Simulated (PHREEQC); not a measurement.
Solution (25 °C): 0.028 mol NH3, 3.3e-05 mol H4SiO4 and 0.00024 mol KH2PO4 per kg of water. Closed to the air; pH follows from the charge balance.

The numbers come from PHREEQC with the ion-association model, phreeqc.dat.

```
Property                        Value
--------------------  ---------------
pH                              10.75
ionic strength        0.00137 mol/kgw
specific conductance        219 µS/cm
total alkalinity          28.0 meq/kg
```

| species | molality | activity | log γ |
|---|---|---|---|
| NH3 | 0.0271 | 0.0271 | 0.000 |
| NH4+ | 0.000875 | 0.000839 | -0.018 |
| OH- | 0.000598 | 0.000574 | -0.018 |
| K+ | 0.000240 | 0.000230 | -0.018 |
| HPO4-2 | 0.000233 | 0.000197 | -0.071 |
| H3SiO4- | 2.95e-5 | 2.83e-5 | -0.018 |
| PO4-3 | 7.33e-6 | 5.05e-6 | -0.162 |

This is a speciation only: nothing precipitates in the calculation. Species that the database lacks are ignored.
